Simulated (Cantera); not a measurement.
Feed: 1 mol MgCO3, 3.2 mol CO2, held at 848 K and 4280 Torr.

Method: chemical equilibrium by Gibbs-energy minimisation in Cantera with the NASA 1993 tables (ideal gas, pure condensed phases). Candidate condensed phases: C, Mg, MgCO3, MgO; 15 gas species. Equilibrium is a limit: real reactors are often held back by kinetics, nucleation or transport.

Base state: CO2 1.00 (mole fractions); condensed: MgO(s).

**Question.** What changes in the equilibrium state with this change: MgCO3 replaced by Ca(OH)2?

**Answer.** 
```tsv
species	before	after
CO2	1.00	0.688
H2O	0	0.312
MgO(s), mol	1.00	0
CaCO3(calcite), mol	0	1.00
```
Further candidate phases: C6H6, C7H8, C8H18, Ca, CaCO3, CaO, Ca(OH)2, H2O.

**Question.** What changes in the equilibrium state with this change: temperature from 848 K to 500 K?

**Answer.** 
```
species        before  after
-------------  ------  -----
CO2              1.00   1.00
MgO(s), mol      1.00      0
MgCO3(s), mol       0   1.00
```
